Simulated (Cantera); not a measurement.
# Silicon epitaxy and polysilicon growth: Si₂Cl₆ + Cl₂ + N₂

A closed system holds: 1 mol Si₂Cl₆, 0.072 mol Cl₂, 72 mol N₂, equilibrated at 1548 K and 0.850 bar.

Cantera equilibrium calculation (NASA polynomials, part measured and part estimated; ideal gas, pure solids and liquids). Candidate condensed phases: Si, Si₃N₄; 13 gas species. The feed counts by its element totals alone. The tables' values for SiCl₃ are old estimates; treat these amounts as uncertain. The numbers say what is thermodynamically allowed, not how fast it happens.

| Quantity | Result |
|---|---|
| x(N₂) | 0.976 |
| x(SiCl₄) | 0.0152 |
| x(SiCl₃) | 0.00474 |
| x(SiCl₂) | 0.00413 |
| x(Cl) | 1.80e-5 |
| n(Si₃N₄(s)) | 0.0750 mol |
| gas amount | 73.63 mol |
| log10 activity of Si(s) (absent) | -2.56 |
